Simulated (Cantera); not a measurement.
Equilibrium for roasting and sulfation: MgO + SO₂ + O₂

Charge: 1 mol MgO, 0.073 mol SO₂, 0.15 mol O₂, at 3.40 bar.

Equilibrium computed with Cantera from the NASA thermochemical tables; the gas is ideal and each condensed phase is pure. Candidate condensed phases: Mg, MgO, MgS, MgSO₄, S; 14 gas species. Mutual solubility and eutectic melting of coexisting phases are not modelled. Equilibrium is a limit: real reactors are often held back by kinetics, nucleation or transport.

From 1123 K to 1373 K the condensed part is MgO(s) + MgSO₄(s). At 1423 K the condensed part is MgO(s) + MgSO₄(l). From 1473 K to 1673 K the condensed part is MgO(s).

| T (K) | log p O₂ | log p SO₂ | log p SO₃ | log p O | log p SO | log p O₃ | n MgO(s) | n MgSO₄(s) | n MgSO₄(l) |
|---|---|---|---|---|---|---|---|---|---|
| 1123 | 0.53 | -3.68 | -3.71 | -8.09 | <-11 | -9.39 | 0.927 | 0.0730 | 0 |
| 1173 | 0.53 | -2.94 | -3.17 | -7.59 | <-11 | -9.10 | 0.927 | 0.0729 | 0 |
| 1223 | 0.53 | -2.27 | -2.68 | -7.13 | -11.37 | -8.84 | 0.927 | 0.0728 | 0 |
| 1273 | 0.53 | -1.66 | -2.22 | -6.70 | -10.25 | -8.61 | 0.928 | 0.0721 | 0 |
| 1323 | 0.52 | -1.08 | -1.81 | -6.32 | -9.21 | -8.40 | 0.930 | 0.0696 | 0 |
| 1373 | 0.49 | -0.55 | -1.42 | -5.97 | -8.22 | -8.24 | 0.939 | 0.0606 | 0 |
| 1423 | 0.37 | -0.01 | -1.08 | -5.69 | -7.22 | -8.22 | 0.991 | 0 | 0.00907 |
| 1473 | 0.36 | 0.02 | -1.16 | -5.38 | -6.80 | -8.06 | 1.00 | 0 | 0 |
| 1523 | 0.36 | 0.03 | -1.27 | -5.08 | -6.45 | -7.89 | 1.00 | 0 | 0 |
| 1573 | 0.36 | 0.03 | -1.37 | -4.80 | -6.11 | -7.73 | 1.00 | 0 | 0 |
| 1623 | 0.36 | 0.04 | -1.46 | -4.54 | -5.80 | -7.59 | 1.00 | 0 | 0 |
| 1673 | 0.36 | 0.04 | -1.55 | -4.30 | -5.51 | -7.45 | 1.00 | 0 | 0 |
log p: log10 of the partial pressure in bar; n: condensed amount in mol.
